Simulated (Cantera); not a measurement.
Standard-state values (1 bar) from the NASA 1993 polynomials, evaluated with Cantera. Values are per mole of reaction as written; species without (g) are pure solids or liquids, kept so even where they would boil at 1 bar.

OH(g) + Sr → H(g) + SrO

| T (K) | ΔH° (kJ) | ΔS° (J/K) | ΔG° (kJ) | log10 K |
|---|---|---|---|---|
| 1125 | -411.1 | -59.9 | -343.8 | 15.96 |
| 1225 | -410.2 | -59.1 | -337.8 | 14.41 |
| 1325 | -409.2 | -58.3 | -332.0 | 13.09 |
| 1425 | -408.2 | -57.5 | -326.2 | 11.96 |
| 1525 | -407.1 | -56.8 | -320.5 | 10.98 |
| 1625 | (withheld) | (withheld) | (withheld) | (withheld) |
| 1725 | (withheld) | (withheld) | (withheld) | (withheld) |

Problem. Some entries are withheld; supply them.

Solution. 
- 1625, ΔH° (kJ): -406.0
- 1625, ΔS° (J/K): -56.1
- 1625, ΔG° (kJ): -314.8
- 1625, log10 K: 10.12
- 1725, ΔH° (kJ): -404.9
- 1725, ΔS° (J/K): -55.5
- 1725, ΔG° (kJ): -309.2
- 1725, log10 K: 9.36
